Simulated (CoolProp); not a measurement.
Vapour-liquid equilibrium of n-butane (1) + n-decane (2) at 375.1 K; x and y are mole fractions of (1).

The numbers come from the multi-fluid Helmholtz-energy mixture model, Bücker 2006 and Lemmon 2006; pair parameters Kunz 2012 in CoolProp.

```
x     bubble pressure, mixture model (bar)  bubble pressure, Raoult's law (bar)  y, mixture model  y, Raoult's law
----  ------------------------------------  -----------------------------------  ----------------  ---------------
0.05                                0.8140                               0.8906             0.874            0.890
0.15                                 2.212                                2.465             0.954            0.964
0.25                                 3.599                                4.039             0.973            0.981
0.35                                 4.995                                5.614             0.981            0.988
0.45                                 6.416                                7.188             0.986            0.992
0.55                                 7.879                                8.762             0.989            0.995
0.65                                 9.404                                10.34             0.992            0.996
0.75                                 11.02                                11.91             0.994            0.998
0.85                                 12.77                                13.49             0.996            0.999
0.95                                 14.74                                15.06             0.999            1.000
```

The largest gap from Raoult's law is -11.0 % in bubble pressure, at x = 0.35. No azeotrope shows between x = 0.05 and 0.95.

The pair parameters rest on a limited set of measurements; away from them the model extrapolates.
